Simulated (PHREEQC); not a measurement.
HCl is added in steps, without added water, to 1 kg of water holding 0.0049 mol ZnSO4, 0.029 mol KCl and 0.0065 mol NiCl2, at 25 °C. Oxygen alone is held at its pressure in air (log pO2 = -0.68). No CO2 enters from the air. Precipitation was switched off in this run.

Base run: PHREEQC, ion-association model, wateq4f.dat. Each further column changes one thing. The table gives HSO4- (mol/kgw).

```
HCl added (mol)      base  0.0016 mol/kgw NaCl added  diluted 5-fold with water  NiCl2 from 0.0065 to 0.00585 mol/kgw  solids may form
---------------  --------  -------------------------  -------------------------  ------------------------------------  ---------------
0                 3.31e-7                    3.31e-7                          ?                               3.33e-7          3.31e-7
0.0014           0.000173                   0.000172                          ?                              0.000175         0.000173
0.00315          0.000373                   0.000371                   0.000130                              0.000378         0.000373
0.00455          0.000522                   0.000520                          ?                              0.000529         0.000522
0.0063           0.000695                   0.000692                          ?                              0.000704         0.000695
0.0077           0.000824                   0.000821                   0.000262                              0.000834         0.000824
0.00945          0.000975                   0.000972                          ?                              0.000987         0.000975
0.01085           0.00109                    0.00108                   0.000329                               0.00110          0.00109
0.0126            0.00122                    0.00122                          ?                               0.00123          0.00122
0.014             0.00132                    0.00132                   0.000383                               0.00133          0.00132
```

### Question
Fill in the missing entries.

### Answer

- 0, diluted 5-fold with water: 5.23e-8
- 0.0014, diluted 5-fold with water: 6.30e-5
- 0.00455, diluted 5-fold with water: 0.000176
- 0.0063, diluted 5-fold with water: 0.000226
- 0.00945, diluted 5-fold with water: 0.000301
- 0.0126, diluted 5-fold with water: 0.000360

 Solids allowed in the column 'solids may form': Zn(OH)2-e, Zn4(OH)6SO4, Zn5(OH)8Cl2, Ni(OH)2, Ni4(OH)6SO4, Goslarite, Morenosite.
